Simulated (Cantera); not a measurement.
# Adiabatic ignition

An adiabatic, constant-volume homogeneous reactor starts with H₂ : O₂ : N₂ : NO : CO₂ = 1 : 0.704 : 2.65 : 0.012 : 0.4 (molar parts), at 1775 K and 0.720 atm.

Detailed kinetics in Cantera: GRI-Mech 3.0 (53 species, 325 reactions).

```tsv
t (s)	T (K)	P (bar)	x H₂	x O₂	x NO	x NO₂	x O	x HO₂
3.00e-6	1775	0.730	0.210	0.148	0.00252	3.10e-7	1.14e-5	6.60e-6
9.72e-6	1831	0.752	0.0674	0.0798	0.00252	1.71e-7	0.0231	2.05e-5
3.15e-5	2131	0.855	0.0275	0.0660	0.00260	3.33e-7	0.0276	1.37e-5
0.000102	2566	1.000	0.0194	0.0610	0.00284	6.91e-7	0.0161	9.56e-6
0.000330	2762	1.06	0.0148	0.0571	0.00432	1.60e-6	0.0110	1.39e-5
0.00107	2759	1.06	0.0147	0.0553	0.00851	3.12e-6	0.0106	1.35e-5
0.00346	2753	1.06	0.0148	0.0530	0.0138	5.00e-6	0.0101	1.30e-5
0.0112	2752	1.06	0.0148	0.0525	0.0149	5.36e-6	0.0100	1.29e-5
0.0363	2752	1.06	0.0148	0.0525	0.0149	5.36e-6	0.0100	1.29e-5
0.118	2752	1.06	0.0148	0.0525	0.0149	5.36e-6	0.0100	1.29e-5
0.381	2752	1.06	0.0148	0.0525	0.0149	5.36e-6	0.0100	1.29e-5
1.23	2752	1.06	0.0148	0.0525	0.0149	5.36e-6	0.0100	1.29e-5
4.00	2752	1.06	0.0148	0.0525	0.0149	5.36e-6	0.0100	1.29e-5
```
x: mole fraction; the columns are a selection and need not sum to one.

* **time of steepest temperature rise**: 9.04 µs
* **temperature at 4.00 s**: 2752 K
* **equilibrium temperature**: 2752 K
* **x(H₂) at 4.00 s**: 0.0148 (gas-phase equilibrium 0.0148)
* **x(O₂) at 4.00 s**: 0.0525 (gas-phase equilibrium 0.0525)
* **x(NO) at 4.00 s**: 0.0149 (gas-phase equilibrium 0.0149)
